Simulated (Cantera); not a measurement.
## Thermodynamics of aluminium nitride and oxide growth, feed AlCl3 + N2

Input: 1 mol AlCl3, 0.62 mol N2, at 0.128 Torr.

Method: chemical equilibrium by Gibbs-energy minimisation in Cantera with the NASA 1993 tables (ideal gas, pure condensed phases). Candidate condensed phases: Al, AlCl3, AlN; 11 gas species. The tables' values for AlCl2 are old estimates; treat these amounts as uncertain. Equilibrium is a limit: real reactors are often held back by kinetics, nucleation or transport.

| T (K) | log p AlCl3 | log p N2 | log p Cl | log p AlCl2 | log p AlCl | log p Al2Cl6 | log p Cl2 |
|---|---|---|---|---|---|---|---|
| 1025 | -3.98 | -4.19 | -9.17 | -9.17 | -12.32 | -9.11 | -11.84 |
| 1050 | -3.98 | -4.19 | -8.91 | -8.91 | -11.89 | -9.25 | -11.63 |
| 1075 | -3.98 | -4.19 | -8.67 | -8.67 | -11.48 | -9.38 | -11.42 |
| 1100 | -3.98 | -4.19 | -8.43 | -8.43 | -11.10 | -9.50 | -11.23 |
| 1125 | -3.98 | -4.19 | -8.21 | -8.21 | -10.72 | -9.62 | -11.04 |
| 1150 | -3.98 | -4.19 | -7.99 | -8.00 | -10.37 | -9.74 | -10.86 |
| 1175 | -3.98 | -4.19 | -7.79 | -7.79 | -10.03 | -9.85 | -10.69 |
| 1200 | -3.98 | -4.19 | -7.59 | -7.60 | -9.70 | -9.95 | -10.53 |
| 1225 | -3.98 | -4.19 | -7.40 | -7.41 | -9.39 | -10.05 | -10.37 |
| 1250 | -3.98 | -4.19 | -7.22 | -7.23 | -9.10 | -10.14 | -10.22 |
| 1275 | -3.98 | -4.19 | -7.04 | -7.06 | -8.81 | -10.23 | -10.08 |
| 1300 | -3.98 | -4.19 | -6.87 | -6.89 | -8.54 | -10.32 | -9.94 |
| 1325 | -3.98 | -4.19 | -6.71 | -6.73 | -8.27 | -10.41 | -9.80 |
| 1350 | -3.98 | -4.19 | -6.55 | -6.58 | -8.02 | -10.49 | -9.67 |
log p: log10 of the partial pressure in bar; nothing condenses.

From 1025 K to 1350 K nothing is condensed. The main Al-bearing gas is AlCl3 throughout.
